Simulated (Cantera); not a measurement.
Adiabatic ignition

An adiabatic, constant-pressure homogeneous reactor starts with 8.86 % CH4, 0.381 % C2H6, 19.1 % O2, 71.7 % N2, at 1148 K and 120000 Pa.

Cantera simulation using GRI-Mech 3.0 (53 species, 325 reactions); the numbers are that mechanism's predictions, not measurements.

```json
[
 {"t (s)": "3.00e-6", "T (K)": "1148", "x CH4": "0.0886", "x C2H6": "0.00381", "x O2": "0.191", "x C2H4": "4.48e-12", "x CO2": "<1e-12", "x H2O": "8.96e-12"},
 {"t (s)": "9.54e-6", "T (K)": "1148", "x CH4": "0.0886", "x C2H6": "0.00381", "x O2": "0.191", "x C2H4": "6.16e-11", "x CO2": "<1e-12", "x H2O": "9.62e-11"},
 {"t (s)": "3.04e-5", "T (K)": "1148", "x CH4": "0.0886", "x C2H6": "0.00381", "x O2": "0.191", "x C2H4": "7.30e-10", "x CO2": "<1e-12", "x H2O": "9.66e-10"},
 {"t (s)": "9.65e-5", "T (K)": "1148", "x CH4": "0.0886", "x C2H6": "0.00381", "x O2": "0.191", "x C2H4": "7.81e-9", "x CO2": "<1e-12", "x H2O": "9.85e-9"},
 {"t (s)": "0.000307", "T (K)": "1148", "x CH4": "0.0886", "x C2H6": "0.00381", "x O2": "0.191", "x C2H4": "8.04e-8", "x CO2": "2.03e-12", "x H2O": "1.05e-7"},
 {"t (s)": "0.000977", "T (K)": "1148", "x CH4": "0.0886", "x C2H6": "0.00381", "x O2": "0.191", "x C2H4": "8.59e-7", "x CO2": "7.41e-11", "x H2O": "1.36e-6"},
 {"t (s)": "0.00311", "T (K)": "1148", "x CH4": "0.0886", "x C2H6": "0.00380", "x O2": "0.191", "x C2H4": "1.27e-5", "x CO2": "5.15e-9", "x H2O": "2.93e-5"},
 {"t (s)": "0.00988", "T (K)": "1150", "x CH4": "0.0882", "x C2H6": "0.00374", "x O2": "0.190", "x C2H4": "0.000130", "x CO2": "1.48e-7", "x H2O": "0.000374"},
 {"t (s)": "0.0314", "T (K)": "2615", "x CH4": "<1e-12", "x C2H6": "<1e-12", "x O2": "0.0152", "x C2H4": "<1e-12", "x CO2": "0.0625", "x H2O": "0.162"},
 {"t (s)": "0.100", "T (K)": "2612", "x CH4": "<1e-12", "x C2H6": "<1e-12", "x O2": "0.0146", "x C2H4": "<1e-12", "x CO2": "0.0624", "x H2O": "0.162"}
]
```
x: mole fraction; the columns are a selection and need not sum to one.

```yaml
time_of_steepest_temperature_rise: 26.0 ms
temperature at 0.100 s: 2612 K
equilibrium_temperature: 2612 K
x(CH4) at 0.100 s: <1e-12 (gas-phase equilibrium <1e-12)
x(C2H6) at 0.100 s: <1e-12 (gas-phase equilibrium <1e-12)
x(O2) at 0.100 s: 0.0146 (gas-phase equilibrium 0.0146)
```
